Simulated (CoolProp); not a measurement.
Vapour-liquid equilibrium of R125 (1) + R115 (2) at 1700 kPa; x and y are mole fractions of (1).

Model: multi-fluid Helmholtz-energy mixture model, Lemmon 2005 and Lemmon 2016; pair parameters Bell 2016, in CoolProp.

Question: Give the bubble temperature and the first vapour's composition at x = 0.05, 0.15, 0.75. Is there an azeotrope?

Answer: x = 0.05: 321.9 K, y = 0.079; x = 0.15: 317.9 K, y = 0.217; x = 0.75: 306.8 K, y = 0.770. y crosses x between x = 0.85 and 0.95: the model has an azeotrope there.

The pair parameters rest on a limited set of measurements; away from them the model extrapolates.
